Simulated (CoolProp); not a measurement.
Vapour-liquid equilibrium of cis-2-butene (1) + acetone (2) at 42.25 °C; x and y are mole fractions of (1).

Model: multi-fluid Helmholtz-energy mixture model, Lemmon 2005 and Lemmon 2006; pair parameters Bell 2016, in CoolProp.

```json
[
 {"x": "0.05", "bubble pressure (bar)": "1.003", "y at the bubble point": "0.404", "dew pressure at overall composition x (bar)": "0.6477", "liquid density (mol/L)": "?"},
 {"x": "0.15", "bubble pressure (bar)": "1.652", "y at the bubble point": "0.663", "dew pressure at overall composition x (bar)": "0.7202", "liquid density (mol/L)": "12.70"},
 {"x": "0.25", "bubble pressure (bar)": "2.137", "y at the bubble point": "?", "dew pressure at overall composition x (bar)": "?", "liquid density (mol/L)": "12.39"},
 {"x": "0.35", "bubble pressure (bar)": "2.487", "y at the bubble point": "0.806", "dew pressure at overall composition x (bar)": "0.9258", "liquid density (mol/L)": "?"},
 {"x": "0.45", "bubble pressure (bar)": "2.737", "y at the bubble point": "?", "dew pressure at overall composition x (bar)": "?", "liquid density (mol/L)": "11.81"},
 {"x": "0.55", "bubble pressure (bar)": "2.925", "y at the bubble point": "0.858", "dew pressure at overall composition x (bar)": "1.290", "liquid density (mol/L)": "11.54"},
 {"x": "0.65", "bubble pressure (bar)": "3.081", "y at the bubble point": "0.878", "dew pressure at overall composition x (bar)": "1.601", "liquid density (mol/L)": "11.28"},
 {"x": "0.75", "bubble pressure (bar)": "3.228", "y at the bubble point": "0.900", "dew pressure at overall composition x (bar)": "2.089", "liquid density (mol/L)": "11.05"},
 {"x": "0.85", "bubble pressure (bar)": "3.377", "y at the bubble point": "0.929", "dew pressure at overall composition x (bar)": "2.855", "liquid density (mol/L)": "10.85"},
 {"x": "0.95", "bubble pressure (bar)": "3.529", "y at the bubble point": "0.971", "dew pressure at overall composition x (bar)": "3.462", "liquid density (mol/L)": "10.67"}
]
```

Problem. Some entries are withheld; supply them.

Solution. 
- 0.05, liquid density (mol/L): 13.01
- 0.25, y at the bubble point: 0.758
- 0.25, dew pressure at overall composition x (bar): 0.8105
- 0.35, liquid density (mol/L): 12.09
- 0.45, y at the bubble point: 0.836
- 0.45, dew pressure at overall composition x (bar): 1.079

No azeotrope shows between x = 0.05 and 0.95.

The pair parameters rest on a limited set of measurements; away from them the model extrapolates. With so large a gap from Raoult's law the liquid may split in two, which this calculation doesn't test in full.
